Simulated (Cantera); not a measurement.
Standard-state values (1 bar) from the NASA 1993 polynomials, evaluated with Cantera. Values are per mole of reaction as written; species without (g) are pure solids or liquids, kept so even where they would boil at 1 bar.

S + Ca = CaS

```json
[
 {"T (K)": "300", "ΔH° (kJ)": "…", "ΔS° (J/K)": "…", "ΔG° (kJ)": "…", "log10 K": "…", "condensed phases": "S(s), Ca(s), CaS(s)"},
 {"T (K)": "550", "ΔH° (kJ)": "…", "ΔS° (J/K)": "…", "ΔG° (kJ)": "…", "log10 K": "…", "condensed phases": "S(l), Ca(s), CaS(s)"},
 {"T (K)": "600", "ΔH° (kJ)": "-479.1", "ΔS° (J/K)": "-31.3", "ΔG° (kJ)": "-460.3", "log10 K": "40.07", "condensed phases": "S(l), Ca(s), CaS(s)"},
 {"T (K)": "650", "ΔH° (kJ)": "-479.7", "ΔS° (J/K)": "-32.3", "ΔG° (kJ)": "-458.7", "log10 K": "36.86", "condensed phases": "S(l), Ca(s), CaS(s)"},
 {"T (K)": "700", "ΔH° (kJ)": "…", "ΔS° (J/K)": "…", "ΔG° (kJ)": "…", "log10 K": "…", "condensed phases": "S(l), Ca(s), CaS(s)"},
 {"T (K)": "750", "ΔH° (kJ)": "-481.7", "ΔS° (J/K)": "-35.1", "ΔG° (kJ)": "-455.4", "log10 K": "31.71", "condensed phases": "S(l), Ca(s), CaS(s)"},
 {"T (K)": "800", "ΔH° (kJ)": "-482.1", "ΔS° (J/K)": "-35.6", "ΔG° (kJ)": "-453.6", "log10 K": "29.62", "condensed phases": "S(l), Ca(s), CaS(s)"},
 {"T (K)": "850", "ΔH° (kJ)": "-482.5", "ΔS° (J/K)": "-36.1", "ΔG° (kJ)": "-451.8", "log10 K": "27.76", "condensed phases": "S(l), Ca(s), CaS(s)"},
 {"T (K)": "900", "ΔH° (kJ)": "-483.0", "ΔS° (J/K)": "-36.7", "ΔG° (kJ)": "-450.0", "log10 K": "26.12", "condensed phases": "S(l), Ca(s), CaS(s)"},
 {"T (K)": "950", "ΔH° (kJ)": "-483.6", "ΔS° (J/K)": "-37.4", "ΔG° (kJ)": "-448.1", "log10 K": "24.64", "condensed phases": "S(l), Ca(s), CaS(s)"},
 {"T (K)": "1000", "ΔH° (kJ)": "-484.2", "ΔS° (J/K)": "-38.0", "ΔG° (kJ)": "-446.2", "log10 K": "23.31", "condensed phases": "S(l), Ca(s), CaS(s)"},
 {"T (K)": "1050", "ΔH° (kJ)": "-484.7", "ΔS° (J/K)": "-38.5", "ΔG° (kJ)": "-444.3", "log10 K": "22.10", "condensed phases": "S(l), Ca(s), CaS(s)"}
]
```

What belongs in the gaps?


- 300, ΔH° (kJ): -473.2
- 300, ΔS° (J/K): -18.0
- 300, ΔG° (kJ): -467.8
- 300, log10 K: 81.45
- 550, ΔH° (kJ): -478.3
- 550, ΔS° (J/K): -29.9
- 550, ΔG° (kJ): -461.8
- 550, log10 K: 43.86
- 700, ΔH° (kJ): -480.3
- 700, ΔS° (J/K): -33.2
- 700, ΔG° (kJ): -457.1
- 700, log10 K: 34.11
